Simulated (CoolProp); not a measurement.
The fluoroketone C6F12O (FK-5-1-12) along the isotherm 500 K: density (kg/m³) from the reference equation and from simpler models built on Tc = 441.8 K, pc = 1869 kPa, ω = 0.471; each cubic takes its own stable root.

Computed with CoolProp (reference Helmholtz-energy equation of state, McLinden 2015).

| p (kPa) | phase | reference |
|---|---|---|
| 85 | gas | 6.527 |
| 170 | gas | 13.19 |
| 255 | gas | 19.99 |
| 340 | gas | 26.94 |
| 425 | gas | 34.03 |
| 510 | gas | 41.29 |
| 595 | gas | 48.71 |
| 680 | gas | 56.30 |
| 765 | gas | 64.07 |
| 850 | gas | 72.03 |
| 935 | gas | 80.19 |

How far does each simpler model (ideal gas, van der Waals, Redlich-Kwong, Soave-Redlich-Kwong) lie from the reference over these 11 states: mean and median of the absolute difference, and the worst?


- ideal gas: mean 6.1 %, median 6.1 %, worst -11.4 % at 500 K and 935 kPa
- van der Waals: mean 0.3 %, median 0.2 %, worst +0.8 % at 500 K and 935 kPa
- Redlich-Kwong: mean 0.7 %, median 0.6 %, worst +1.4 % at 500 K and 935 kPa
- Soave-Redlich-Kwong: mean 0.3 %, median 0.3 %, worst -0.6 % at 500 K and 935 kPa
